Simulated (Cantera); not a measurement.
Cantera with NASA thermochemical tables; ideal gases at 1 bar, condensed phases pure. Values are per mole of reaction as written; species without (g) are pure solids or liquids, kept so even where they would boil at 1 bar.

Question: Between 300 and 923 K, where is each reaction favourable under standard conditions?
- 4 H(g) + FeS₂ → 2 H₂S(g) + Fe

Answer: 
- 4 H(g) + FeS₂ → 2 H₂S(g) + Fe: ΔG° is -720 kJ at 300 K and -653 kJ at 923 K; it stays negative (K > 1). ΔH° is -770 kJ and ΔS° -127 J/K at 923 K.
